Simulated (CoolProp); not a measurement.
Vapour-liquid equilibrium of R113 (1) + acetone (2) at 0.839 MPa; x and y are mole fractions of (1).

Computed with CoolProp (multi-fluid Helmholtz-energy mixture model, Marx 1992 and Lemmon 2006; pair parameters Bell 2016).

**Question.** Give the bubble temperature and the first vapour's composition at x = 0.35, 0.45, 0.85. Is there an azeotrope?

**Answer.** x = 0.35: 398.6 K, y = 0.412; x = 0.45: 397.6 K, y = 0.489; x = 0.85: 399.2 K, y = 0.807. y crosses x between x = 0.55 and 0.65: the model has an azeotrope there.

The pair parameters rest on a limited set of measurements; away from them the model extrapolates.
